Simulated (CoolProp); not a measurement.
A simple Rankine cycle with water: condensing at 304.15 K, boiler at 0.166 MPa, turbine inlet 427.5 K, turbine efficiency 0.7, pump efficiency 0.8, no recuperator. Each further row changes one setting.

Values from CoolProp's reference Helmholtz-energy equation of state, Wagner 2002.

| case | thermal efficiency (%) | net work (kJ/kg) | heat in (kJ/kg) | turbine exit temperature (K) | volume ratio over the turbine |
|---|---|---|---|---|---|
| as stated | 14.2 | 377 | 2650 | 304.1 | 24.9 |
| turbine inlet 447.5 K | 14.3 | 386 | 2690 | 304.1 | 24.0 |
| condensing temperature 296.15 K | 15.5 | 416 | 2680 | 296.2 | 38.4 |
| boiler pressure 0.116 MPa | 12.9 | 343 | 2650 | 304.1 | 17.6 |
| turbine efficiency 0.6 | 12.2 | 323 | 2650 | 304.1 | 25.5 |

The expansion ends wet for: as stated; turbine inlet 447.5 K; condensing temperature 296.15 K; boiler pressure 0.116 MPa; turbine efficiency 0.6.
